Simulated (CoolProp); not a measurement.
1000 sccm (0 °C, 1 atm) of nitrogen bubbles through liquid water at 350.5 K and leaves saturated at a total pressure of 0.15 MPa (ideal gas phase). Each further row changes one setting.

Values from CoolProp's reference Helmholtz-energy equation of state, Wagner 2002.

```
case                      vapour pressure (kPa)  mole fraction of vapour  delivery (mg/min)  delivery (sccm)  change of delivery for a bath 1 K warmer (%)
------------------------  ---------------------  -----------------------  -----------------  ---------------  --------------------------------------------
as stated                                  42.6                    0.284                318              396                                           ___
bath temperature 355.5 K                   52.1                    0.347                428              532                                           ___
total pressure 0.3 MPa                     42.6                      ___                133              165                                           ___
```

Problem. Complete the blanks.

Solution. 
- as stated, change of delivery for a bath 1 K warmer (%): 6.0
- bath temperature 355.5 K, change of delivery for a bath 1 K warmer (%): 6.4
- total pressure 0.3 MPa, mole fraction of vapour: 0.142
- total pressure 0.3 MPa, change of delivery for a bath 1 K warmer (%): 4.9
